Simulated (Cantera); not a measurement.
# Catalytic stagnation flow on Pt

A jet of CH4 : O2 : N2 = 0.01 : 0.098 : 0.79 (molar parts) at 300 K and 0.140 bar hits a platinum plate 4.7 cm away at a mass flux of 0.078 kg/m²/s; the plate temperature is set and raised in steps from an oxygen-covered start.

Computed with Cantera and Deutschmann's 1995 Pt surface mechanism with GRI-Mech 3.0 gas chemistry. Catalytic surfaces can have several steady states; this one follows from the mechanism file's or the stated starting coverage.

```tsv
plate T (K)	wall x CH4	wall x O2	wall x H2O	wall x OH	wall x CO	wall x CO2	θ free Pt	θ O*
900	0.00721	0.101	0.00732	1.53e-8	2.61e-6	0.00480	0.182	0.817
950	0.00543	0.0970	0.0106	4.95e-8	2.70e-6	0.00696	0.245	0.754
1000	0.00402	0.0940	0.0132	1.36e-7	2.69e-6	0.00866	0.312	0.687
1050	0.00302	0.0919	0.0150	3.29e-7	2.67e-6	0.00987	0.378	0.621
1100	0.00233	0.0905	0.0162	7.21e-7	2.69e-6	0.0107	0.444	0.555
1150	0.00185	0.0895	0.0171	1.45e-6	2.77e-6	0.0112	0.508	0.492
```
x: mole fraction at the wall; θ: surface coverage.
